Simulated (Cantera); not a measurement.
Feed: 1 mol SiC, 0.031 mol H2O, 74 mol H2, 0.036 mol O2, held at 2148.15 K and 0.0100 bar.

Method: chemical equilibrium by Gibbs-energy minimisation in Cantera with the NASA 1993 tables (ideal gas, pure condensed phases). Candidate condensed phases: C, C6H6, C7H8, C8H18, H2O, Si, SiC, SiO2; 123 gas species. Gases not in the tables: Si2H6 and higher silanes. The numbers say what is thermodynamically allowed, not how fast it happens.

Base state: H2 0.954, H 0.0407, Si 0.00287, CO 0.00132, C2H2 (acetylene) 0.000894, Si2C 0.000141, SiH 0.000138, SiC2 0.000110 (mole fractions); condensed: SiC(s).

Question: What changes in the equilibrium state with this change: SiC replaced by Si3N4?

Answer: 
| species | before | after |
|---|---|---|
| H2 | 0.954 | 0.910 |
| H | 0.0407 | 0.0398 |
| N2 | 0 | 0.0251 |
| Si | 0.00287 | 0.0220 |
| CO | 0.00132 | 0 |
| C2H2 (acetylene) | 0.000894 | 0 |
| Si2C | 0.000141 | 0 |
| SiC2 | 0.000110 | 0 |
| SiC(s), mol | 0.736 | 0 |
| Si(l), mol | 0 | 0.963 |
The tables' values for SiN are old estimates; treat these amounts as uncertain. Further candidate phases: Si2N2O, Si3N4.

Question: What changes in the equilibrium state with this change: O2 from 0.036 to 0.014 mol?

Answer: 
```csv
species,before,after
H2,0.954,0.954
H,0.0407,0.0408
Si,0.00287,0.00266
CO,0.00132,0.000761
SiO,3.46e-5,1.71e-5
C2H2 (acetylene),0.000894,0.00104
Si2C,0.000141,0.000130
SiC2,0.000110,0.000119
"SiC(s), mol",0.736,0.755
```

Question: What changes in the equilibrium state with this change: pressure from 0.0100 bar to 1.00 bar?

Answer: 
```csv
species,before,after
H2,0.954,0.994
H,0.0407,0.00416
CO,0.00132,0.000826
Si,0.00287,0.000146
SiO,3.46e-5,0.000560
SiC2,0.000110,2.17e-7
C2H2 (acetylene),0.000894,3.60e-5
"SiC(s), mol",0.736,0.929
```
